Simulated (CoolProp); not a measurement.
Vapour-liquid equilibrium of R114 (1) + n-heptane (2) at 0.119 MPa; x and y are mole fractions of (1).

Computed with CoolProp (multi-fluid Helmholtz-energy mixture model, Platzer 1990 and Span 2003; pair parameters Bell 2016). This equation is an older, rougher fit; its heat capacities, sound speeds and derivatives of the liquid may be far off and weren't checked against measurements.

Q: Give the bubble temperature and the first vapour's composition at x = 0.5, 0.8, 0.95. Is there an azeotrope?

A: x = 0.5: 294.6 K, y = 0.973; x = 0.8: 286.1 K, y = 0.990; x = 0.95: 282.4 K, y = 0.997. No azeotrope shows between x = 0.05 and 0.95.

Pair parameters are fitted to limited data, so mixtures are less certain than the pure fluids.
